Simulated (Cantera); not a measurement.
A closed system holds: 1 mol CaO, 34 mol HF, 12 mol H2, at 2600 Pa.

Method: chemical equilibrium by Gibbs-energy minimisation in Cantera with the NASA 1993 tables (ideal gas, pure condensed phases). Candidate condensed phases: Ca, CaF2, CaO, Ca(OH)2, H2O; 29 gas species. Equilibrium is a limit: real reactors are often held back by kinetics, nucleation or transport.

x: gas mole fraction; n: condensed amount in mol.

```
T (K)   x HF   x H2   x H2O      x CaF2         x H  n CaF2(s)  n CaF2(l)
-----  -----  -----  ------  ----------  ----------  ---------  ---------
700    0.711  0.267  0.0222      <1e-12      <1e-12       1.00          0
800    0.711  0.267  0.0222      <1e-12  (withheld)       1.00          0
900    0.711  0.267  0.0222      <1e-12    3.74e-10       1.00          0
1000   0.711  0.267  0.0222  (withheld)  (withheld)       1.00          0
1100   0.711  0.267  0.0222    4.95e-10     8.28e-8       1.00          0
1200   0.711  0.267  0.0222     2.26e-8     6.32e-7      1.000          0
1300   0.711  0.267  0.0222     5.54e-7     3.54e-6      1.000          0
1400   0.711  0.267  0.0222     8.38e-6     1.56e-5      1.000          0
1500   0.711  0.267  0.0222     8.39e-5     5.64e-5      0.996          0
1600   0.711  0.266  0.0222    0.000606    0.000174      0.973          0
1700   0.709  0.265  0.0221     0.00333    0.000471          0      0.849
```

Problem. Complete the blanks.

Solution. 
- 800, x H: 9.28e-12
- 1000, x CaF2: 4.87e-12
- 1000, x H: 7.27e-9
